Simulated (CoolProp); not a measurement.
Vapour-liquid equilibrium of dimethyl ether (1) + ethanol (2) at 23.5 kPa; x and y are mole fractions of (1).

The numbers come from the multi-fluid Helmholtz-energy mixture model, Wu 2011 and Schroeder 2014; pair parameters Bell 2016 in CoolProp.

| x | bubble temperature, mixture model (K) | bubble temperature, Raoult's law (K) | y, mixture model | y, Raoult's law |
|---|---|---|---|---|
| 0.05 | 271.5 | 285.4 | 0.942 | 0.853 |
| 0.15 | 246.0 | 258.4 | 0.993 | 0.981 |
| 0.25 | 236.6 | 246.5 | 0.997 | 0.994 |
| 0.35 | 231.5 | 239.3 | 0.999 | 0.997 |
| 0.45 | 228.3 | 234.1 | 0.999 | 0.999 |
| 0.55 | 226.0 | 230.2 | 0.999 | 0.999 |
| 0.65 | 224.4 | 227.0 | 1.000 | 1.000 |
| 0.75 | 223.0 | 224.4 | 1.000 | 1.000 |
| 0.85 | 221.6 | 222.2 | 1.000 | 1.000 |
| 0.95 | 220.1 | 220.2 | 1.000 | 1.000 |

The largest gap from Raoult's law is -13.9 K in bubble temperature, at x = 0.05. No azeotrope shows between x = 0.05 and 0.95.

Pair parameters are fitted to limited data, so mixtures are less certain than the pure fluids. With so large a gap from Raoult's law the liquid may split in two, which this calculation doesn't test in full.
